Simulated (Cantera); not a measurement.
Input: 1 mol Cu, 4.6 mol H2O, 130 mol H2, equilibrated at 1300 °C and 1.00 bar.

These are equilibrium values from Cantera (NASA tables, ideal gas, pure condensed phases), not measurements of a reactor. Candidate condensed phases: Cu, CuO, Cu(OH)2, Cu2O, H2O; 12 gas species. Rates play no part.

**Question.** What is the equilibrium state?

**Answer.** x(H2): 0.966
x(H2O): 0.0342
x(H): 4.00e-5
x(Cu): 2.65e-5
n(Cu(l)): 0.996 mol
gas amount: 134.6 mol
